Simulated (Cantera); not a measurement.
What does this Cantera script print?

```python
import numpy as np
import cantera as ct

gas_names = """
    C CH CH2 CH3 CH2OH CH3O CH4 CH3OH CO CO2 COOH C2 C2H CHCO,ketyl C2H2,acetylene C2H2,vinylidene
    CH2CO,ketene C2H3,vinyl CH3CO,acetyl C2H4 C2H4O,ethylen CH3CHO,ethanal CH3COOH (HCOOH)2 C2H5 C2H6
    CH3OCH3 C2H5OH C2O C3 C3H3,propargyl C3H4,allene C3H4,propyne C3H4,cyclo- C3H5,allyl C3H6,propylene
    C3H6,cyclo- C3H6O C3H7,n-propyl C3H7,i-propyl C3H8 C3H8O,1propanol C3H8O,2propanol C3O2 C4 C4H2
    C4H4,1,3-cyclo- C4H6,butadiene C4H6,2-butyne C4H6,cyclo- C4H8,1-butene C4H8,cis2-buten
    C4H8,tr2-butene C4H8,isobutene C4H8,cyclo- (CH3COOH)2 C4H9,n-butyl C4H9,i-butyl C4H9,s-butyl
    C4H9,t-butyl C4H10,isobutane C4H10,n-butane C5 C5H6,1,3cyclo- C5H8,cyclo- C5H10,1-pentene
    C5H10,cyclo- C5H11,pentyl C5H11,t-pentyl C5H12,n-pentane C5H12,i-pentane CH3C(CH3)2CH3 C6H2
    C6H5,phenyl C6H5O,phenoxy C6H6 C6H5OH,phenol C6H10,cyclo- C6H12,1-hexene C6H12,cyclo- C6H13,n-hexyl
    C7H7,benzyl C7H8 C7H8O,cresol C7H14,1-heptene C7H15,n-heptyl C7H16,n-heptane C8H8,styrene
    C8H10,ethylbenz C8H16,1-octene C8H17,n-octyl C8H18,isooctane C8H18,n-octane C9H19,n-nonyl
    C10H8,naphthale C10H21,n-decyl C12H9,o-bipheny C12H10,bipheny H HCO HO2 H2 HCHO,formaldehy HCOOH H2O
    H2O2 O OH O2 O3 Pb PbO Pb2
""".split()
cond_names = """
    C(gr) C6H6(L) C7H8(L) C8H18(L),n-octa H2O(s) H2O(L) Pb(cr) Pb(L) PbO(rd) PbO(yw) PbO(L) PbO2(s)
    Pb3O4(s)
""".split()


def load(file, names, dense=False):
    # The tables refer to 1 bar. Condensed volumes are neglected.
    table = {s.name: s for s in ct.Species.list_from_file(file)}
    out = []
    for n in names:
        d = dict(table[n].input_data)
        d["thermo"] = dict(d["thermo"], **{"reference-pressure": 1e5})
        if dense:
            d["equation-of-state"] = {"model": "constant-volume", "density": "1e6 g/cm^3"}
        out.append(ct.Species.from_dict(d))
    return out


gas = ct.Solution(thermo="ideal-gas", species=load("nasa_gas.yaml", gas_names))
cond = {s.name: ct.Solution(thermo="fixed-stoichiometry", species=[s], name=s.name)
        for s in load("nasa_condensed.yaml", cond_names, dense=True)}
atoms = {
    'PbO': {'Pb': 1, 'O': 1},
    'CH4': {'C': 1, 'H': 4},
    'H2': {'H': 2},
}
top_T = {'C(gr)': 4500, 'Pb3O4(s)': 820}  # K; cautious upper limits of use, not melting points


def equilibrate(T, P, feed):
    n = {}
    for name, mol in feed.items():
        for a, k in atoms[name].items():
            n[a] = n.get(a, 0.0) + k * mol
    gas.TPX = T, P, n
    mass = sum(n.values()) * gas.mean_molecular_weight
    gas.equilibrate("TP")
    valid = [c for c in cond.values() if c.min_temp <= T <= top_T.get(c.name, c.max_temp)]
    mix = ct.Mixture([(gas, mass / gas.mean_molecular_weight)] + [(c, 0.0) for c in valid])
    mix.T, mix.P = T, P
    mix.equilibrate("TP", solver="vcs", rtol=1e-11, max_steps=5000)
    return mix


results = []
feed = {'PbO': 1, 'CH4': 2.7, 'H2': 3.4}  # mol
T = 1400  # K
P = 19000  # Pa
mix = equilibrate(T, P, feed)
results.append((T, P, feed, dict(zip(mix.species_names, mix.species_moles))))
print(gas.report(threshold=0.001))
for i in range(1, mix.n_phases):
    print(f"{mix.phase(i).name:16s} {mix.phase_moles(i):12.5e} mol")
```

It prints:

```
       temperature   1400 K
          pressure   19000 Pa
           density   0.022805 kg/m^3
  mean mol. weight   13.971 kg/kmol
   phase of matter   gas

                          1 kg             1 kmol
                     ---------------   ---------------
          enthalpy        2.2206e+06        3.1025e+07  J
   internal energy        1.3875e+06        1.9385e+07  J
           entropy             14525        2.0292e+05  J/K
    Gibbs function       -1.8114e+07       -2.5307e+08  J
 heat capacity c_p            2274.3             31774  J/K
 heat capacity c_v            1679.1             23459  J/K

                      mass frac. Y      mole frac. X     chem. pot. / RT
                     ---------------   ---------------   ---------------
                CO            0.1952          0.097362           -40.037
                H2           0.12353           0.85609            -20.22
                Pb            0.6802          0.045865           -10.965
     [ +110 minor]         0.0010694         0.0006862

C(gr)             1.69441e+00 mol
Pb(L)             5.29037e-01 mol
PbO(L)            0.00000e+00 mol
```

Equilibrium computed with Cantera from the NASA thermochemical tables; the gas is ideal and each condensed phase is pure.
